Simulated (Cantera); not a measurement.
An adiabatic, constant-volume homogeneous reactor starts with CH4 : O2 : N2 = 1 : 1.82 : 6.84 (molar parts), at 1173 K and 12.0 bar.

Cantera simulation using GRI-Mech 3.0 (53 species, 325 reactions); the numbers are that mechanism's predictions, not measurements. The pressure lies above the range GRI-Mech 3.0 was tuned for (to about 10 atm). Above 3000 K some thermodynamic fits are extrapolated.

One state of this run: T (K) = 3026; P (bar) = 32.2; x CH4 = <1e-12; x O2 = 0.00644; x C2H4 = <1e-12; x C2H2 = <1e-12; x CO2 = 0.0552. x: mole fraction; the columns are a selection and need not sum to one.

### Question
Which value of t (s) does it belong to?
A) 3.00e-6
B) 3.87e-5
C) 0.00180
D) 0.00646

### Answer
D, 0.00646
